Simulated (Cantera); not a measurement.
Input (Python, Cantera):

```python
import numpy as np
import cantera as ct

gas = ct.Solution("gri30.yaml")
gas.TPX = 1100, 65000, {'CH4': 1, 'C2H6': 0.088, 'C3H8': 2.2, 'O2': 8.47, 'N2': 31.8}
reactor = ct.IdealGasConstPressureReactor(gas, energy="on", clone=False)
net = ct.ReactorNet([reactor])
net.rtol, net.atol = 1e-08, 1e-16
show = ['CH4', 'C2H6', 'C3H8', 'C2H4', 'CH2CO', 'CO']
times = np.geomspace(2e-06, 0.2, 10)

steps = ct.SolutionArray(gas, extra=["t"])
rows = []
print(f"{'t/s':>10s}{'T/K':>9s}{'P/Pa':>11s}" + "".join(f"{s:>11s}" for s in show))
for t in times:
    while net.time < t:
        t_next = net.step()
        steps.append(gas.state, t=t_next)
    rows.append([np.interp(t, steps.t, y) for y in (steps.T, steps.P, *steps(*show).X.T)])
    print(f"{t:10.3e}{rows[-1][0]:9.1f}{rows[-1][1]:11.4g}" + "".join(f"{x:11.3e}" for x in rows[-1][2:]))
rate = np.gradient(steps.T, steps.t)
print("integrator steps:", len(steps.t))
if steps.T.max() > steps.T[0] + 200:
    print(f"time of steepest temperature rise: {steps.t[rate.argmax()]:.4e} s")
gas.TPX = 1100, 65000, {'CH4': 1, 'C2H6': 0.088, 'C3H8': 2.2, 'O2': 8.47, 'N2': 31.8}
gas.equilibrate("HP")
print(f"equilibrium (HP): T = {gas.T:.1f} K  " + "  ".join(f"{s} {gas[s].X[0]:.3e}" for s in show))
```

Result:

```
       t/s      T/K       P/Pa        CH4       C2H6       C3H8       C2H4      CH2CO         CO
 2.000e-06   1100.0    6.5e+04  2.296e-02  2.020e-03  5.051e-02  4.641e-09  1.294e-19  7.117e-17
 7.188e-06   1100.0    6.5e+04  2.296e-02  2.020e-03  5.051e-02  4.489e-08  7.615e-17  5.373e-15
 2.583e-05   1100.0    6.5e+04  2.296e-02  2.020e-03  5.051e-02  2.790e-07  1.082e-14  1.830e-13
 9.283e-05   1100.0    6.5e+04  2.296e-02  2.020e-03  5.051e-02  1.278e-06  6.918e-13  6.776e-12
 3.336e-04   1100.0    6.5e+04  2.296e-02  2.020e-03  5.050e-02  6.855e-06  5.063e-11  5.788e-10
 1.199e-03   1099.9    6.5e+04  2.297e-02  2.023e-03  5.045e-02  5.896e-05  5.845e-09  8.565e-08
 4.309e-03   1099.9    6.5e+04  2.305e-02  2.055e-03  5.018e-02  3.318e-04  2.035e-07  2.851e-06
 1.549e-02   1100.3    6.5e+04  2.338e-02  2.187e-03  4.904e-02  1.459e-03  3.842e-06  5.106e-05
 5.565e-02   1114.9    6.5e+04  2.534e-02  2.919e-03  4.014e-02  1.005e-02  1.609e-04  1.860e-03
 2.000e-01   2482.4    6.5e+04  4.537e-13  9.590e-26  4.712e-38  2.370e-20  1.641e-15  1.162e-01
integrator steps: 2263
time of steepest temperature rise: 6.5060e-02 s
equilibrium (HP): T = 2482.4 K  CH4 5.175e-13  C2H6 1.203e-25  C3H8 6.264e-38  C2H4 2.566e-20  CH2CO 1.785e-15  CO 1.162e-01
```

Cantera simulation using GRI-Mech 3.0 (53 species, 325 reactions); the numbers are that mechanism's predictions, not measurements. GRI-Mech 3.0 was tuned for natural gas; its chemistry of propane as a main component is partial and can be far from experiment.
